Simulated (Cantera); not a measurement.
Input (Python, Cantera) and output of one run.

```python
import numpy as np
import cantera as ct

gas_names = [...]  # 86 gases of nasa_gas.yaml made of C, H
cond_names = """
    C(gr) C6H6(L) C7H8(L) C8H18(L),n-octa
""".split()


# ... load() reads the species with a 1 bar reference pressure and builds the phases ...
atoms = {
    'C2H2': {'C': 2, 'H': 2},
    'H2': {'H': 2},
}
top_T = {'C(gr)': 4500}  # K; cautious upper limits of use, not melting points


# ... equilibrate(T, P, feed) seeds the gas with the atoms and calls Mixture.equilibrate('TP', solver="vcs", rtol=1e-11, max_steps=5000) ...
results = []
feed = {'C2H2': 1, 'H2': 7.1}  # mol
P = 2900  # Pa
for T in [3000, 3250, 3500, 3750, 4000, 4250, 4500, 4750, 5000]:
    mix = equilibrate(T, P, feed)
    results.append((T, P, feed, dict(zip(mix.species_names, mix.species_moles))))

top = {s: max(r[3][s] / sum(r[3][g] for g in gas_names) for r in results) for s in gas_names}
cols = sorted((s for s in top if top[s] > 1e-05), key=lambda s: -top[s])[:7]
seen = [c for c in cond_names if any(r[3].get(c, 0) > 1e-12 for r in results)]
print("log10 of partial pressures in bar; condensed amounts in mol")
print(f"{'T/K':>10s}" + "".join(f"{s[:9]:>10s}" for s in cols + seen))
for T, P, feed, n in results:
    ng = sum(n[g] for g in gas_names)
    print(f"{T:10.4g}" + "".join(f"{np.log10(max(n[s] / ng * P / 1e5, 1e-99)):10.3f}" for s in cols)
          + "".join(f"{n.get(c, 0):10.4g}" for c in seen))
```

It prints:

```
log10 of partial pressures in bar; condensed amounts in mol
       T/K         H        H2         C        C3 C2H2,acet        C2       C2H     C(gr)
      3000    -1.779    -1.955    -4.295    -3.506    -3.161    -4.499    -3.750    0.8371
      3250    -1.650    -2.313    -3.557    -3.085    -3.658    -3.842    -3.617         0
      3500    -1.597    -2.737    -3.082    -3.198    -4.515    -3.594    -3.877         0
      3750    -1.587    -3.176    -2.748    -3.532    -5.483    -3.536    -4.293         0
      4000    -1.588    -3.581    -2.576    -4.186    -6.591    -3.726    -4.909         0
      4250    -1.589    -3.938    -2.521    -5.052    -7.760    -4.086    -5.644         0
      4500    -1.589    -4.255    -2.505    -5.922    -8.864    -4.474    -6.365         0
      4750    -1.589    -4.538    -2.500    -6.728    -9.869    -4.839    -7.028         0
      5000    -1.588    -4.793    -2.499    -7.461   -10.778    -5.174    -7.631         0
```

These are equilibrium values from Cantera (NASA tables, ideal gas, pure condensed phases), not measurements of a reactor.
